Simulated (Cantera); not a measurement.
## Silicon carbide growth: SiHCl3 + C2H4 + H2

A closed system holds: 1 mol SiHCl3, 0.021 mol C2H4, a varied amount of H2, at 1775 K and 0.720 bar.

Cantera equilibrium calculation (NASA polynomials, part measured and part estimated; ideal gas, pure solids and liquids). Candidate condensed phases: C, C6H6, C7H8, C8H18, Si, SiC; 109 gas species. Mutual solubility and eutectic melting of coexisting phases are not modelled. The tables' values for SiCl3, SiCl are old estimates; treat these amounts as uncertain. Gases not in the tables: Si2H6 and higher silanes. The numbers say what is thermodynamically allowed, not how fast it happens.

From 4.5 mol H2 to 1100 mol H2 the condensed part is Si(l) + SiC(s). The main Si-bearing gas is SiCl2 at 4.5 mol H2 and SiH2 at 1100 mol H2. The share of Si in condensed phases is highest at 1100 mol H2 (93.8 %) and lowest at 4.5 mol H2 (8.9 %).

```json
[
 {"n(H2) (mol)": "4.5", "log p H2": "-0.30", "log p HCl": "-0.93", "log p SiCl2": "-1.05", "log p SiCl3": "-2.07", "log p SiCl4": "-2.87", "n Si(l)": "0.0468", "n SiC(s)": "0.0420"},
 {"n(H2) (mol)": "7.1", "log p H2": "-0.26", "log p HCl": "-1.00", "log p SiCl2": "-1.23", "log p SiCl3": "-2.35", "log p SiCl4": "-3.23", "n Si(l)": "0.136", "n SiC(s)": "0.0419"},
 {"n(H2) (mol)": "11", "log p H2": "-0.22", "log p HCl": "-1.08", "log p SiCl2": "-1.43", "log p SiCl3": "-2.65", "log p SiCl4": "-3.64", "n Si(l)": "0.235", "n SiC(s)": "0.0419"},
 {"n(H2) (mol)": "18", "log p H2": "-0.20", "log p HCl": "-1.20", "log p SiCl2": "-1.69", "log p SiCl3": "-3.04", "log p SiCl4": "-4.16", "n Si(l)": "0.357", "n SiC(s)": "0.0418"},
 {"n(H2) (mol)": "28", "log p H2": "-0.18", "log p HCl": "-1.32", "log p SiCl2": "-1.95", "log p SiCl3": "-3.43", "log p SiCl4": "-4.68", "n Si(l)": "0.469", "n SiC(s)": "0.0417"},
 {"n(H2) (mol)": "45", "log p H2": "-0.17", "log p HCl": "-1.46", "log p SiCl2": "-2.26", "log p SiCl3": "-3.89", "log p SiCl4": "-5.29", "n Si(l)": "0.582", "n SiC(s)": "0.0414"},
 {"n(H2) (mol)": "71", "log p H2": "-0.16", "log p HCl": "-1.62", "log p SiCl2": "-2.57", "log p SiCl3": "-4.36", "log p SiCl4": "-5.92", "n Si(l)": "0.678", "n SiC(s)": "0.0411"},
 {"n(H2) (mol)": "110", "log p H2": "-0.15", "log p HCl": "-1.78", "log p SiCl2": "-2.90", "log p SiCl3": "-4.85", "log p SiCl4": "-6.57", "n Si(l)": "0.754", "n SiC(s)": "0.0406"},
 {"n(H2) (mol)": "180", "log p H2": "-0.15", "log p HCl": "-1.97", "log p SiCl2": "-3.28", "log p SiCl3": "-5.42", "log p SiCl4": "-7.33", "n Si(l)": "0.819", "n SiC(s)": "0.0397"},
 {"n(H2) (mol)": "280", "log p H2": "-0.15", "log p HCl": "-2.14", "log p SiCl2": "-3.63", "log p SiCl3": "-5.95", "log p SiCl4": "-8.04", "n Si(l)": "0.860", "n SiC(s)": "0.0384"},
 {"n(H2) (mol)": "450", "log p H2": "-0.15", "log p HCl": "-2.34", "log p SiCl2": "-4.03", "log p SiCl3": "-6.54", "log p SiCl4": "-8.83", "n Si(l)": "0.889", "n SiC(s)": "0.0361"},
 {"n(H2) (mol)": "710", "log p H2": "-0.14", "log p HCl": "-2.53", "log p SiCl2": "-4.41", "log p SiCl3": "-7.12", "log p SiCl4": "-9.59", "n Si(l)": "0.904", "n SiC(s)": "0.0327"},
 {"n(H2) (mol)": "1100", "log p H2": "-0.14", "log p HCl": "-2.72", "log p SiCl2": "-4.78", "log p SiCl3": "-7.67", "log p SiCl4": "-10.34", "n Si(l)": "0.910", "n SiC(s)": "0.0276"}
]
```
log p: log10 of the partial pressure in bar; n: condensed amount in mol.
